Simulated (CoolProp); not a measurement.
Vapour-liquid equilibrium of dimethyl carbonate (1) + n-nonane (2) at 138.95 °C; x and y are mole fractions of (1).

Model: multi-fluid Helmholtz-energy mixture model, Zhou 2011 and Lemmon 2006; pair parameters Bell 2016, in CoolProp.

Task: Give the bubble pressure and the first vapour's composition at x = 0.05, 0.2, 0.8. Is there an azeotrope?

Result: x = 0.05: 0.1117 MPa, y = 0.363; x = 0.2: 0.2091 MPa, y = 0.695; x = 0.8: 0.3615 MPa, y = 0.906. No azeotrope shows between x = 0.05 and 0.95.

The pair parameters rest on a limited set of measurements; away from them the model extrapolates. With so large a gap from Raoult's law the liquid may split in two, which this calculation doesn't test in full.
